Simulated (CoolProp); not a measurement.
Vapour pressure (MPa) of R13: the reference equation beside estimates from Tc = 29.9 °C, pc = 3.973 MPa, ω = 0.175. Clausius-Clapeyron is anchored at -59.15 °C with a constant enthalpy of vaporisation of 14.39 kJ/mol.

Values from CoolProp's reference Helmholtz-energy equation of state, Platzer 1990. This equation is an older, rougher fit; its heat capacities, sound speeds and derivatives of the liquid may be far off and weren't checked against measurements.

```json
[
 {"T (°C)": "-66.85", "reference": "0.2076", "Clausius-Clapeyron": "0.2147", "van der Waals": "0.6898", "Redlich-Kwong": "0.2733", "Peng-Robinson": "0.2050"},
 {"T (°C)": "-59.15", "reference": "0.2903", "Clausius-Clapeyron": "0.2903", "van der Waals": "0.8327", "Redlich-Kwong": "0.3739", "Peng-Robinson": "0.2868"},
 {"T (°C)": "-51.55", "reference": "0.3944", "Clausius-Clapeyron": "0.3831", "van der Waals": "0.9915", "Redlich-Kwong": "0.4969", "Peng-Robinson": "0.3897"},
 {"T (°C)": "-43.85", "reference": "0.5260", "Clausius-Clapeyron": "0.4980", "van der Waals": "1.171", "Redlich-Kwong": "0.6484", "Peng-Robinson": "0.5204"},
 {"T (°C)": "-36.25", "reference": "0.6854", "Clausius-Clapeyron": "0.6344", "van der Waals": "1.368", "Redlich-Kwong": "0.8271", "Peng-Robinson": "0.6791"},
 {"T (°C)": "-28.55", "reference": "0.8807", "Clausius-Clapeyron": "0.7984", "van der Waals": "1.587", "Redlich-Kwong": "1.040", "Peng-Robinson": "0.8742"},
 {"T (°C)": "-20.95", "reference": "1.111", "Clausius-Clapeyron": "0.9881", "van der Waals": "1.824", "Redlich-Kwong": "1.285", "Peng-Robinson": "1.105"},
 {"T (°C)": "-13.35", "reference": "1.382", "Clausius-Clapeyron": "1.208", "van der Waals": "2.082", "Redlich-Kwong": "1.567", "Peng-Robinson": "1.378"},
 {"T (°C)": "-5.65", "reference": "1.703", "Clausius-Clapeyron": "1.463", "van der Waals": "2.365", "Redlich-Kwong": "1.892", "Peng-Robinson": "1.702"},
 {"T (°C)": "1.95", "reference": "2.070", "Clausius-Clapeyron": "1.749", "van der Waals": "2.666", "Redlich-Kwong": "2.254", "Peng-Robinson": "2.074"},
 {"T (°C)": "9.65", "reference": "2.500", "Clausius-Clapeyron": "2.076", "van der Waals": "2.995", "Redlich-Kwong": "2.665", "Peng-Robinson": "2.509"}
]
```

Absolute difference from the reference over all 11 rows, mean and median: Clausius-Clapeyron 9.0 and 9.3 %, van der Waals 97.7 and 80.2 %, Redlich-Kwong 18.6 and 18.1 %, Peng-Robinson 0.7 and 0.7 %.
